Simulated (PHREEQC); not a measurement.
Na3PO4 is added in steps, without added water, to 1 kg of water holding 0.021 mol/kgw NaHSO4 and 0.031 mol/kgw NaF, at 25 °C. O2 is buffered at 0.21 atm. No CO2 enters from the air. Only these solids could form: Mirabilite.

Base run: PHREEQC, ion-association model, wateq4f.dat. Each further column changes one thing. The table gives pH.

| Na3PO4 added (mol) | base | database phreeqc.dat | metal-ligand complexes left out | Debye-Hückel limiting law | all activity coefficients set to 1 |
|---|---|---|---|---|---|
| 0 | 2.92 | 2.89 | 2.93 | (withheld) | 3.02 |
| 0.01 | 4.58 | 4.58 | 4.59 | 4.54 | 4.70 |
| 0.02 | 8.09 | 8.09 | 8.12 | (withheld) | 8.41 |
| 0.035 | 11.35 | 11.27 | 11.32 | (withheld) | 11.85 |
| 0.045 | 11.53 | 11.43 | 11.50 | 10.97 | 12.06 |
| 0.055 | 11.63 | 11.53 | 11.60 | (withheld) | 12.19 |
| 0.065 | 11.71 | 11.59 | 11.67 | (withheld) | 12.29 |
| 0.08 | 11.78 | 11.66 | 11.74 | (withheld) | 12.40 |
| 0.09 | 11.82 | 11.69 | 11.78 | (withheld) | 12.46 |
| 0.1 | 11.86 | 11.72 | 11.81 | 10.87 | 12.51 |

Q: Fill in the missing entries.

A: 
- 0, Debye-Hückel limiting law: 2.90
- 0.02, Debye-Hückel limiting law: 7.88
- 0.035, Debye-Hückel limiting law: 10.88
- 0.055, Debye-Hückel limiting law: 10.99
- 0.065, Debye-Hückel limiting law: 10.98
- 0.08, Debye-Hückel limiting law: 10.94
- 0.09, Debye-Hückel limiting law: 10.91

H3PO4, which wateq4f.dat lacks, is added to it with the constant of phreeqc.dat.  phreeqc.dat and wateq4f.dat share most of their constants, so their agreement is no independent check.
